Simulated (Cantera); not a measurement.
A Cantera script and what it prints.

```python
import numpy as np
import cantera as ct

gas_names = """
    CL CL2 H HCL H2 Si SiCL SiCL2 SiCL3 SiCL4 SiH SiHCL3 SiH2 SiH2CL2 SiH3 SiH3CL SiH4 Si2 Si3
""".split()
cond_names = """
    Si(cr) Si(L)
""".split()


# ... load() reads the species with a 1 bar reference pressure and builds the phases ...
atoms = {
    'Si': {'Si': 1},
    'HCl': {'H': 1, 'CL': 1},
    'H2': {'H': 2},
}
top_T = {}  # K; cautious upper limits of use, not melting points


# ... equilibrate(T, P, feed) seeds the gas with the atoms and calls Mixture.equilibrate('TP', solver="vcs", rtol=1e-11, max_steps=5000) ...
results = []
feed = {'Si': 1, 'HCl': 1.1, 'H2': 2.1}  # mol
T = 1673  # K
P = 101325  # Pa
mix = equilibrate(T, P, feed)
results.append((T, P, feed, dict(zip(mix.species_names, mix.species_moles))))
print(gas.report(threshold=1e-06))
for i in range(1, mix.n_phases):
    print(f"{mix.phase(i).name:16s} {mix.phase_moles(i):12.5e} mol")
```

Output:

```
       temperature   1673 K
          pressure   1.0132e+05 Pa
           density   0.12231 kg/m^3
  mean mol. weight   16.791 kg/kmol
   phase of matter   gas

                          1 kg             1 kmol
                     ---------------   ---------------
          enthalpy         7.544e+05        1.2667e+07  J
   internal energy            -74014       -1.2428e+06  J
           entropy             12926        2.1704e+05  J/K
    Gibbs function        -2.087e+07       -3.5044e+08  J
 heat capacity c_p            2162.2             36305  J/K
 heat capacity c_v              1667             27991  J/K

                      mass frac. Y      mole frac. X     chem. pot. / RT
                     ---------------   ---------------   ---------------
                CL        2.7788e-05        1.3162e-05           -24.808
                 H        5.9628e-06        9.9328e-05           -9.5868
               HCL           0.28399           0.13079           -34.395
                H2          0.092546           0.77082           -19.174
              SiCL        4.5522e-05        1.2031e-05           -29.669
             SiCL2           0.47147          0.079978           -54.477
             SiCL3          0.088558          0.011061           -79.285
             SiCL4          0.032287         0.0031912           -104.09
            SiHCL3          0.027217         0.0033742           -88.872
              SiH2         1.522e-05        8.4904e-06           -24.035
           SiH2CL2         0.0037005        0.00061521           -73.651
            SiH3CL         0.0001344        3.3906e-05            -58.43
     [   +7 minor]        3.3145e-06        1.8347e-06

Si(cr)            6.89455e-01 mol
```

Cantera equilibrium calculation (NASA polynomials, part measured and part estimated; ideal gas, pure solids and liquids). The tables' values for SiCl3, SiCl are old estimates; treat these amounts as uncertain.
